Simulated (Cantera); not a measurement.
Input: 1 mol SiH₂Cl₂, 29 mol H₂, held at 0.130 bar.

Points: T (K) = 1373, 1473, 1573, 1673, 1773, 1873, 1973, 2073, 2173, 2273, 2373, 2473, 2573.

Cantera's Mixture.equilibrate('TP', solver="vcs", rtol=1e-11, max_steps=5000) on the NASA tables stopped like this:

```
ERROR: FAILURE its = 5001!

*******************************************************************************
CanteraError thrown by MultiPhase::equilibrate:
VCS solver failed. Return code: -1
*******************************************************************************
```

Q: What got this run through?

A: This is not unique; one that fits is The failure is numerical, not chemical. The same input converged with solver="gibbs", rtol=1e-10, max_steps=50000, and the result passed a check of the equilibrium conditions:
```
log10 of partial pressures in bar; condensed amounts in mol
       T/K        H2         H       HCL        Si     SiCL2        CL       SiH      SiCL     SiCL3    Si(cr)     Si(L)
      1373    -0.910    -5.933    -2.218    -9.411    -3.067    -7.322    -9.112    -7.798    -4.045     0.748         0
      1473    -0.911    -5.353    -2.209    -8.262    -3.010    -6.743    -8.162    -7.050    -4.290    0.7469         0
      1573    -0.911    -4.846    -2.210    -7.260    -2.979    -6.245    -7.334    -6.408    -4.531    0.7399         0
      1673    -0.911    -4.399    -2.213    -6.379    -2.959    -5.809    -6.607    -5.848    -4.752    0.7317         0
      1773    -0.912    -4.002    -2.202    -5.672    -2.986    -5.407    -6.036    -5.410    -4.977         0    0.7484
      1873    -0.912    -3.646    -2.191    -5.055    -3.022    -5.046    -5.541    -5.033    -5.188         0    0.7651
      1973    -0.914    -3.327    -2.183    -4.501    -3.058    -4.722    -5.098    -4.696    -5.381         0    0.7729
      2073    -0.916    -3.038    -2.177    -4.001    -3.095    -4.431    -4.700    -4.395    -5.560         0     0.763
      2173    -0.919    -2.776    -2.175    -3.548    -3.133    -4.168    -4.339    -4.124    -5.729         0    0.7147
      2273    -0.926    -2.539    -2.178    -3.136    -3.175    -3.932    -4.013    -3.881    -5.893         0    0.5837
      2373    -0.937    -2.323    -2.188    -2.759    -3.223    -3.720    -3.717    -3.664    -6.058         0    0.2786
      2473    -0.952    -2.127    -2.185    -2.549    -3.378    -3.511    -3.584    -3.588    -6.304         0         0
      2573    -0.968    -1.948    -2.177    -2.510    -3.661    -3.311    -3.619    -3.666    -6.664         0         0
```

The gas is ideal and each condensed phase is pure. The tables' values for SiCl, SiCl3 are old estimates; treat these amounts as uncertain. Gases not in the tables: Si2H6 and higher silanes.
